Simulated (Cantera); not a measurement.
Feed: 1 mol Fe(CO)5, 0.042 mol H2, at 75.0 Torr.

Cantera equilibrium calculation (NASA polynomials, part measured and part estimated; ideal gas, pure solids and liquids). Candidate condensed phases: C, C6H6, C7H8, C8H18, Fe, Fe(CO)5, FeO, Fe(OH)2, Fe(OH)3, Fe2O3, Fe3O4, H2O; 114 gas species. Iron dissolves carbon and melts from about 1420 K in contact with it, which pure phases cannot show. Condensed phases not in the tables: cementite and carbon dissolved in iron. Kinetics and transport are ignored.

log p: log10 of the partial pressure in bar; n: condensed amount in mol.

| T (K) | log p CO | log p H2 | log p CO2 | log p H2O | log p H | n C(graphite) | n Fe(α) | n Fe(γ) |
|---|---|---|---|---|---|---|---|---|
| 1150 | -1.01 | -3.08 | -3.41 | -5.41 | -8.67 | 0.0195 | 1.00 | 0 |
| 1175 | -1.00 | -3.08 | -3.58 | -5.54 | -8.45 | 0.0135 | 1.00 | 0 |
| 1200 | -1.00 | -3.08 | (withheld) | (withheld) | (withheld) | (withheld) | 0 | 1.00 |
| 1225 | -1.00 | -3.08 | -3.88 | -5.79 | -8.05 | 0.00669 | 0 | 1.00 |
| 1250 | -1.00 | -3.08 | -4.02 | -5.91 | -7.86 | 0.00482 | 0 | 1.00 |
| 1275 | -1.00 | -3.08 | -4.16 | -6.02 | -7.67 | 0.00352 | 0 | 1.00 |
| 1300 | -1.00 | -3.08 | -4.29 | -6.12 | -7.50 | 0.00260 | 0 | 1.00 |
| 1325 | -1.00 | -3.08 | -4.42 | -6.23 | -7.33 | 0.00194 | 0 | 1.00 |
| 1350 | -1.00 | -3.08 | -4.54 | -6.33 | -7.16 | 0.00147 | 0 | 1.00 |
| 1375 | -1.00 | -3.08 | -4.66 | -6.42 | -7.00 | 0.00112 | 0 | 1.00 |
| 1400 | -1.00 | -3.08 | (withheld) | (withheld) | (withheld) | (withheld) | 0 | 1.000 |
| 1425 | -1.00 | -3.08 | -4.88 | -6.60 | -6.71 | 0.000674 | 0 | 1.000 |
| 1450 | -1.00 | -3.08 | -4.99 | -6.69 | -6.56 | 0.000530 | 0 | 1.000 |

Some entries are withheld; supply them.


- 1200, log p CO2: -3.73
- 1200, log p H2O: -5.67
- 1200, log p H: -8.24
- 1200, n C(graphite): 0.00943
- 1400, log p CO2: -4.77
- 1400, log p H2O: -6.51
- 1400, log p H: -6.85
- 1400, n C(graphite): 0.000865
